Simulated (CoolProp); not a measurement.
o-xylene at several states: fugacity coefficient from the reference equation and from simpler models built on Tc = 357.1 °C, pc = 3.737 MPa, ω = 0.312; each cubic takes its own stable root.

Model: reference Helmholtz-energy equation of state, Zhou 2012, in CoolProp.

```
T (°C)  p (MPa)   phase  reference  Redlich-Kwong  Soave-Redlich-Kwong
------  -------  ------  ---------  -------------  -------------------
309.75   0.0346     gas     0.9955         0.9961               0.9959
306.45     12.1  liquid     0.1774            [?]               0.1965
270.25      2.4  liquid     0.4218            [?]                  [?]
```

Task: Complete the blanks.

Result: 
- 306.45, Redlich-Kwong: 0.2165
- 270.25, Redlich-Kwong: 0.5249
- 270.25, Soave-Redlich-Kwong: 0.4423
